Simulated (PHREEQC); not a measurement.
Model water analysis in mg/kgw, 50 °C, pH 5.67, pe 11.5:

```tsv
constituent	mg/kgw
Na	3.98
K	0.859
Ca	3.13
Mg	5.01
Cl	8.2
S(6) as SO4	18.9
Alkalinity as HCO3	8.98
Cd	0.263
B	0.00719
```

Valence states are taken as typed.

All values are PHREEQC results (ion-association model, phreeqc.dat), not measurements.

Precipitation was switched off in this run.

### Question
Estimate the specific conductance.

### Answer
specific conductance 147 µS/cm.

### Question
In which forms is Cd present?

### Answer
Cd+2 94 %, CdSO4 4.1 %, CdCl+ 1.9 % of the Cd.

Complexes and solids missing from the database can't appear. Constants without temperature data keep their 25 °C values here.
